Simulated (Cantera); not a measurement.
Input: 1 mol Fe₂O₃, a varied amount of C, 0.15 mol N₂, equilibrated at 1577 °C and 120000 Pa.

Method: chemical equilibrium by Gibbs-energy minimisation in Cantera with the NASA 1993 tables (ideal gas, pure condensed phases). Candidate condensed phases: C, Fe, Fe(CO)₅, FeO, Fe₂O₃, Fe₃O₄; 27 gas species. Iron dissolves carbon and melts from about 1420 K in contact with it, which pure phases cannot show. Condensed phases not in the tables: cementite and carbon dissolved in iron. Kinetics and transport are ignored.

**Question.** At 4.1 mol C, list the 4 most abundant gas species with their mole fractions, and the condensed phases.

**Answer.** CO 0.952, N₂ 0.0476, CO₂ 6.07e-5, Fe 4.88e-5. Condensed: C(graphite) + Fe(l).
